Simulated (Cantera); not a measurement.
# Thermodynamics of silicon epitaxy and polysilicon growth, feed Si2Cl6 + HCl + H2

Feed: 1 mol Si2Cl6, 1.1 mol HCl, 8.4 mol H2.

Method: chemical equilibrium by Gibbs-energy minimisation in Cantera with the NASA 1993 tables (ideal gas, pure condensed phases). Candidate condensed phases: Si; 19 gas species. The feed counts by its element totals alone. The tables' values for SiCl3 are old estimates. Rates play no part.

Problem. Map the stable condensed phases over T = 873, 923, 973, 1023, 1073, 1123, 1173, 1223, 1273, 1323, 1373 K and P in Pa = 100, 230, 540, 1300, 2900, 6800, 16000, 37000, 86000, 200000.

Solution. 
```
T in K \ P in Pa
            100    230    540   1300   2900   6800  16000  37000  86000 200000
   1373       A      A      A      A      A      A      B      B      B      B
   1323       A      A      A      A      B      B      B      B      B      B
   1273       A      A      A      B      B      B      B      B      B      B
   1223       A      B      B      B      B      B      B      B      B      B
   1173       B      B      B      B      B      B      B      B      B      B
   1123       B      B      B      B      B      B      B      B      B      B
   1073       B      B      B      B      B      B      B      B      B      B
   1023       B      B      B      B      B      B      B      B      B      B
    973       B      B      B      B      B      B      B      B      B      B
    923       B      B      B      B      B      B      B      B      B      B
    873       B      B      B      B      B      B      B      B      B      B
```
A: gas only; B: Si.
